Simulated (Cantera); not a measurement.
Input: 1 mol TiCl₄, 5.7 mol H₂, equilibrated at 1373.15 K and 94.0 Pa.

These are equilibrium values from Cantera (NASA tables, ideal gas, pure condensed phases), not measurements of a reactor. Candidate condensed phases: Ti, TiCl₂, TiCl₃, TiCl₄; 10 gas species. The tables' values for TiCl₂ are old estimates; treat these amounts as uncertain. Rates play no part.

Base state: H₂ 0.723, HCl 0.138, TiCl₃ 0.130, TiCl₄ 0.00509, TiCl₂ 0.00365, H 9.26e-5, Cl 1.46e-5 (mole fractions); condensed: gas only.

### Question
What changes in the equilibrium state with this change: 0.67 mol CH₄ added?

### Answer
| species | before | after |
|---|---|---|
| H₂ | 0.723 | 0.626 |
| HCl | 0.138 | 0.337 |
| TiCl₃ | 0.130 | 0.0334 |
| TiCl₂ | 0.00365 | 0.000357 |
| Cl | 1.46e-5 | 3.84e-5 |
| TiCl₄ | 0.00509 | 0.00344 |
| H | 9.26e-5 | 8.61e-5 |
| TiC(s), mol | 0 | 0.670 |
TiC: taken at fixed stoichiometry. Further candidate phases: C, C₆H₆, C₇H₈, C₈H₁₈, TiC.
